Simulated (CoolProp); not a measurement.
Carbonyl sulfide along the isobar 3260 kPa: Z from the reference equation and from simpler models built on Tc = 378.8 K, pc = 6369 kPa, ω = 0.098; each cubic takes its own stable root.

Computed with CoolProp (reference Helmholtz-energy equation of state, Lemmon 2006). It is a short technical equation, of lower accuracy than the large ones.

| T (K) | phase | reference |
|---|---|---|
| 360.6 | gas | 0.7526 |
| 368.1 | gas | 0.7737 |
| 375.7 | gas | 0.7921 |
| 383.3 | gas | 0.8082 |
| 390.9 | gas | 0.8224 |
| 398.4 | gas | 0.8349 |
| 406 | gas | 0.8463 |
| 413.6 | gas | 0.8566 |
| 421.2 | gas | 0.8659 |
| 428.7 | gas | 0.8743 |
| 436.3 | gas | 0.8822 |
| 443.9 | gas | 0.8893 |
| 451.5 | gas | 0.8960 |
| 459 | gas | 0.9020 |
| 466.6 | gas | 0.9077 |
| 474.2 | gas | 0.9129 |

How far does each simpler model (Pitzer virial, Redlich-Kwong, Peng-Robinson) lie from the reference over these 16 states: mean and median of the absolute difference, and the worst?


- Pitzer virial: mean 1.8 %, median 1.2 %, worst +5.7 % at 360.6 K and 3260 kPa
- Redlich-Kwong: mean 0.4 %, median 0.4 %, worst +0.7 % at 360.6 K and 3260 kPa
- Peng-Robinson: mean 1.9 %, median 1.9 %, worst -2.2 % at 368.1 K and 3260 kPa
